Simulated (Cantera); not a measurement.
Input: 1 mol Ta, 11 mol H2O, at 2198.15 K and 10.0 Torr.

Cantera equilibrium calculation (NASA polynomials, part measured and part estimated; ideal gas, pure solids and liquids). Candidate condensed phases: H2O, Ta, Ta2O5; 12 gas species. Kinetics and transport are ignored.

Base state: H2O 0.745, H2 0.220, H 0.0226, OH 0.0107, O2 0.00109, O 0.000765, TaO2 4.89e-5 (mole fractions); condensed: Ta2O5(l).

What changes in the equilibrium state with this change: temperature from 2198.15 K to 2650 K?


```csv
species,before,after
H2O,0.745,0.404
H2,0.220,0.226
H,0.0226,0.193
OH,0.0107,0.0840
TaO2,4.89e-5,0.0137
O,0.000765,0.0461
O2,0.00109,0.0334
TaO,1.10e-8,2.23e-5
"Ta2O5(l), mol",0.500,0.401
```

What changes in the equilibrium state with this change: temperature from 2198.15 K to 2473.15 K?


```tsv
species	before	after
H2O	0.745	0.604
H2	0.220	0.225
H	0.0226	0.0917
OH	0.0107	0.0494
O	0.000765	0.0133
O2	0.00109	0.0147
TaO2	4.89e-5	0.00181
Ta2O5(l), mol	0.500	0.489
```
